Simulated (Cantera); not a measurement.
Input (Python, Cantera):

```python
import numpy as np
import cantera as ct

gas = ct.Solution("SiF4_NH3_mec.yaml", "gas")
gas.TPX = 1675, 24000, {'NH3': 1, 'H2': 8.1}
reactor = ct.IdealGasConstPressureReactor(gas, energy="off", clone=False)
net = ct.ReactorNet([reactor])
net.rtol, net.atol = 1e-08, 1e-18
show = ['NH3', 'H2', 'N2H2', 'N2', 'NH', 'H', 'NH2']
times = np.geomspace(8e-05, 4, 11)

steps = ct.SolutionArray(gas, extra=["t"])
rows = []
print(f"{'t/s':>10s}{'T/K':>9s}{'P/Pa':>11s}" + "".join(f"{s:>11s}" for s in show))
for t in times:
    while net.time < t:
        t_next = net.step()
        steps.append(gas.state, t=t_next)
    rows.append([np.interp(t, steps.t, y) for y in (steps.T, steps.P, *steps(*show).X.T)])
    print(f"{t:10.3e}{rows[-1][0]:9.1f}{rows[-1][1]:11.4g}" + "".join(f"{x:11.3e}" for x in rows[-1][2:]))
rate = np.gradient(steps.T, steps.t)
print("integrator steps:", len(steps.t))
if steps.T.max() > steps.T[0] + 200:
    print(f"time of steepest temperature rise: {steps.t[rate.argmax()]:.4e} s")
gas.TPX = 1675, 24000, {'NH3': 1, 'H2': 8.1}
gas.equilibrate("TP")
print(f"equilibrium (TP): T = {gas.T:.1f} K  " + "  ".join(f"{s} {gas[s].X[0]:.3e}" for s in show))
```

Output:

```
       t/s      T/K       P/Pa        NH3         H2       N2H2         N2         NH          H        NH2
 8.000e-05   1675.0    2.4e+04  1.099e-01  8.901e-01  2.843e-13  4.952e-14  5.385e-12  5.066e-07  1.584e-07
 2.360e-04   1675.0    2.4e+04  1.099e-01  8.901e-01  3.369e-12  4.581e-12  4.797e-11  1.498e-06  4.641e-07
 6.964e-04   1675.0    2.4e+04  1.099e-01  8.901e-01  3.331e-11  2.512e-10  4.207e-10  4.422e-06  1.366e-06
 2.055e-03   1675.0    2.4e+04  1.099e-01  8.901e-01  3.136e-10  9.228e-09  3.661e-09  1.303e-05  4.021e-06
 6.063e-03   1675.0    2.4e+04  1.099e-01  8.901e-01  2.996e-09  2.905e-07  3.100e-08  3.793e-05  1.170e-05
 1.789e-02   1675.0    2.4e+04  1.098e-01  8.900e-01  2.378e-08  8.302e-06  2.013e-07  9.681e-05  2.984e-05
 5.278e-02   1675.0    2.4e+04  1.096e-01  8.901e-01  5.033e-08  9.737e-05  3.871e-07  1.345e-04  4.138e-05
 1.557e-01   1675.0    2.4e+04  1.089e-01  8.905e-01  5.050e-08  4.111e-04  3.902e-07  1.355e-04  4.141e-05
 4.595e-01   1675.0    2.4e+04  1.069e-01  8.916e-01  4.914e-08  1.321e-03  3.867e-07  1.364e-04  4.084e-05
 1.356e+00   1675.0    2.4e+04  1.013e-01  8.947e-01  4.537e-08  3.866e-03  3.764e-07  1.387e-04  3.921e-05
 4.000e+00   1675.0    2.4e+04  8.693e-02  9.026e-01  3.622e-08  1.032e-02  3.483e-07  1.452e-04  3.493e-05
integrator steps: 539
equilibrium (TP): T = 1675.0 K  NH3 1.890e-06  H2 9.503e-01  N2H2 2.950e-15  N2 4.950e-02  NH 1.762e-11  H 2.326e-04  NH2 1.156e-09
```

Detailed kinetics in Cantera: the gas-phase N/H chemistry of the illustrative SiF4/NH3 mechanism in the Surface Chemkin manual (1991). Walls and surfaces, which speed up NH3 decomposition in real reactors, are not modelled.
